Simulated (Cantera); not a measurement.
A closed system holds: 1 mol SiC, 0.13 mol O₂, 15 mol N₂, at 100 Torr.

Equilibrium computed with Cantera from the NASA thermochemical tables; the gas is ideal and each condensed phase is pure. Candidate condensed phases: C, Si, SiC, SiO₂, Si₂N₂O, Si₃N₄; 34 gas species. Kinetics and transport are ignored. All values below are at 1675 °C.

Base state: N₂ 0.983, CO 0.00857, SiO 0.00846, Si 8.59e-5 (mole fractions); condensed: SiC(s).

### Question
What changes in the equilibrium state with this change: O₂ from 0.13 to 0.013 mol?

### Answer
```
species       before     after
-----------  -------  --------
N₂             0.983     0.998
CO           0.00857  0.000917
SiO          0.00846  0.000813
Si           8.59e-5   8.14e-5
SiC(s), mol    0.869     0.986
```
